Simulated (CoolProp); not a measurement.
A simple Rankine cycle with R1336mzz(E): condensing at 300.15 K, boiler at 1.7 MPa, turbine inlet 409 K, turbine efficiency 0.85, pump efficiency 0.8, no recuperator. Each further row changes one setting.

Values from CoolProp's reference Helmholtz-energy equation of state, Akasaka 2023.

| case | thermal efficiency (%) | net work (kJ/kg) | heat in (kJ/kg) | turbine exit temperature (K) | volume ratio over the turbine |
|---|---|---|---|---|---|
| as stated | 12.9 | 28.6 | 221 | 356.3 | 9.05 |
| condensing temperature 292.15 K | 14.1 | 32.7 | 231 | 350.8 | 12.0 |
| boiler pressure 1.19 MPa | 11.1 | 25.4 | 228 | 368.1 | 5.93 |
| turbine efficiency 0.75 | 11.3 | 25.1 | 221 | 360.3 | 9.16 |
